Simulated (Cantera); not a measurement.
Cantera run:

```python
import numpy as np
import cantera as ct

gas_names = """
    H2O2 P4 H P4O10 O2 PH3 OH
""".split()
cond_names = """

""".split()


# ... load() reads the species with a 1 bar reference pressure and builds the phases ...
species = {s.name: s for s in load("nasa_gas.yaml", gas_names) + load("nasa_condensed.yaml", cond_names)}
# Each term lists the table entries of one substance; the one whose range holds T is used.
reactions = {
    '5 H2O2(g) + P4(g) = 10 H(g) + P4O10(g)':
        [(-5, ['H2O2']), (-1, ['P4']), (10, ['H']), (1, ['P4O10'])],
    '6 O2(g) + 4 PH3(g) = 12 OH(g) + P4(g)':
        [(-6, ['O2']), (-4, ['PH3']), (12, ['OH']), (1, ['P4'])],
}


def pick(names, T):
    return next(species[n] for n in names if species[n].thermo.min_temp <= T <= species[n].thermo.max_temp)


results = []
for label, terms in reactions.items():
    print(label)
    print("     T/K   dH/kJ  dS/(J/K)   dG/kJ   log10 K")
    for T in [725, 750, 775, 800, 825, 850, 875, 900, 925, 950]:
        used = [(nu, pick(names, T)) for nu, names in terms]
        dH = sum(nu * s.thermo.h(T) for nu, s in used) / 1e6
        dS = sum(nu * s.thermo.s(T) for nu, s in used) / 1e3
        dG = dH - T * dS / 1e3
        logK = -dG * 1e6 / (ct.gas_constant * T * np.log(10))
        results.append((label, T, dH, dS, dG, logK, [s.name for _, s in used]))
        print(f"{T:8g} {dH:8.1f} {dS:8.1f} {dG:8.1f} {logK:8.2f}")
```

Output:

```
5 H2O2(g) + P4(g) = 10 H(g) + P4O10(g)
     T/K   dH/kJ  dS/(J/K)   dG/kJ   log10 K
     725    -45.4    214.5   -200.9    14.48
     750    -42.2    218.9   -206.3    14.37
     775    -38.9    223.2   -211.9    14.28
     800    -35.7    227.3   -217.5    14.20
     825    -32.4    231.3   -223.2    14.13
     850    -29.2    235.1   -229.1    14.08
     875    -26.0    238.8   -235.0    14.03
     900    -22.9    242.4   -241.0    13.99
     925    -19.7    245.8   -247.1    13.95
     950    -16.6    249.2   -253.3    13.93
6 O2(g) + 4 PH3(g) = 12 OH(g) + P4(g)
     T/K   dH/kJ  dS/(J/K)   dG/kJ   log10 K
     725    533.4    468.6    193.6   -13.95
     750    533.7    469.0    181.9   -12.67
     775    533.9    469.3    170.2   -11.47
     800    534.0    469.5    158.4   -10.35
     825    534.0    469.5    146.7    -9.29
     850    534.0    469.4    135.0    -8.29
     875    533.9    469.3    123.2    -7.36
     900    533.7    469.1    111.5    -6.47
     925    533.4    468.8     99.8    -5.63
     950    533.1    468.5     88.1    -4.84
```

Standard-state values (1 bar) from the NASA 1993 polynomials, evaluated with Cantera. Condensed species are held in their standard states even where they would react or evaporate.
